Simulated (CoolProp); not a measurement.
Computed with CoolProp (reference Helmholtz-energy equation of state, Wagner 2002).

### Question
For water, give the phase and the cp (kJ/(kg K)), cv (kJ/(kg K)), viscosity (µPa s), conductivity (mW/(m K)) at 208.55 °C and 0.101 MPa; 393.15 °C and 0.101 MPa.

### Answer
- 208.55 °C and 0.101 MPa: gas; cp 1.98, cv 1.50, viscosity 16.6, conductivity 34.3
- 393.15 °C and 0.101 MPa: gas; cp 2.07, cv 1.60, viscosity 24.2, conductivity 53.9

Viscosity comes from a separate model (Huber 2009). Thermal conductivity comes from a separate model (Huber 2012).
